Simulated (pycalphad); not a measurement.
CALPHAD calculation (pycalphad, COST 507 light-alloy database (1999)), 1 atm. These are 1990s assessments: newer ones move some temperatures and phases. Amounts are mole fractions of atoms.

Question: Give the equilibrium state of Sn-11.3Si (wt.%) at 802 °C.

Answer: liquid, fraction 0.655, with 0.16 Si wt.%; diamond (Si), fraction 0.345, with >99.99 Si wt.%.
